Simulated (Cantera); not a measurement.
An isothermal, constant-pressure homogeneous reactor starts with 1.28 % C₃H₈, 98.7 % H₂, at 1650 K and 0.138 atm.

Cantera simulation using GRI-Mech 3.0 (53 species, 325 reactions); the numbers are that mechanism's predictions, not measurements. GRI-Mech 3.0 was tuned for natural gas; its chemistry of propane as a main component is partial and can be far from experiment. GRI-Mech 3.0 stops at C3 and has no aromatics, soot or wall deposition, so with more carbon than oxygen in the feed, carbon stays in small species such as C2H2 where larger ones or solid carbon would form.

### Question
Predict: x(H₂) at 3.00 s; x(H) at 3.00 s; x(CH₃) at 3.00 s; x(C₂H₂) at 3.00 s; x(CH₂) at 3.00 s.

### Answer
- x(H₂) at 3.00 s = 0.978 (gas-phase equilibrium 0.979)
- x(H) at 3.00 s = 0.000239 (gas-phase equilibrium 0.000242)
- x(CH₃) at 3.00 s = 3.07e-5 (gas-phase equilibrium 1.72e-5)
- x(C₂H₂) at 3.00 s = 0.0154 (gas-phase equilibrium 0.0167)
- x(CH₂) at 3.00 s = 7.33e-9 (gas-phase equilibrium 4.17e-9)
